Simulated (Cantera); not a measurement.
## Stirred combustor or abatement burner

A perfectly stirred reactor is fed with CH4 : O2 : N2 = 1 : 1.25 : 4.7 (molar parts), at 0.987 atm; it is adiabatic with a 300 K inlet, and is followed from long to short residence time, starting on the burning branch (τ in s: 0.34, 0.12, 0.043, 0.015, 0.0054, 0.0019, 0.00068, 0.00024, 8.5e-05, 3e-05).

Model: GRI-Mech 3.0 (53 species, 325 reactions), integrated in Cantera.

```csv
τ (s),T (K),x CH4,x O2,x C2H6,x CH2CO,x CO2,x NO,x H2
0.34,1849,0.00293,0.000193,1.17e-6,6.15e-6,0.0385,1.32e-5,0.0900
0.12,1853,0.00405,0.000451,3.12e-6,1.44e-5,0.0392,1.15e-5,0.0843
0.043,1854,0.00514,0.000993,7.62e-6,2.96e-5,0.0394,9.89e-6,0.0790
0.015,1846,0.00629,0.00216,1.86e-5,5.66e-5,0.0388,8.08e-6,0.0741
0.0054,1822,0.00788,0.00471,4.73e-5,0.000101,0.0367,5.56e-6,0.0697
0.0019,1730,0.0132,0.0144,0.000213,0.000242,0.0297,1.35e-6,0.0627
0.00068,300,0.144,0.180,<1e-12,<1e-12,<1e-12,<1e-12,<1e-12
0.00024,300,0.144,0.180,<1e-12,<1e-12,<1e-12,<1e-12,<1e-12
8.5e-5,300,0.144,0.180,<1e-12,<1e-12,<1e-12,<1e-12,<1e-12
3.0e-5,300,0.144,0.180,<1e-12,<1e-12,<1e-12,<1e-12,<1e-12
```
x: mole fraction; the columns are a selection and need not sum to one.
